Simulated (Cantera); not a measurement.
Feed: 1 mol Al, 1.8 mol Cl2, 5.6 mol N2, equilibrated at 1125 °C and 11.0 mbar.

Cantera equilibrium calculation (NASA polynomials, part measured and part estimated; ideal gas, pure solids and liquids). Candidate condensed phases: Al, AlCl3, AlN; 11 gas species. Equilibrium is a limit: real reactors are often held back by kinetics, nucleation or transport.

Base state: N2 0.795, AlCl3 0.142, Cl 0.0401, Cl2 0.0225 (mole fractions); condensed: gas only.

**Question.** What changes in the equilibrium state with this change: pressure from 11.0 mbar to 0.150 bar?

**Answer.** 
```json
[
 {"species": "N2", "before": "0.795", "after": "0.806"},
 {"species": "AlCl3", "before": "0.142", "after": "0.144"},
 {"species": "Cl2", "before": "0.0225", "after": "0.0363"},
 {"species": "Cl", "before": "0.0401", "after": "0.0138"}
]
```

**Question.** What changes in the equilibrium state with this change: pressure from 11.0 mbar to 0.220 bar?

**Answer.** 
| species | before | after |
|---|---|---|
| N2 | 0.795 | 0.807 |
| AlCl3 | 0.142 | 0.144 |
| Cl2 | 0.0225 | 0.0374 |
| Cl | 0.0401 | 0.0116 |
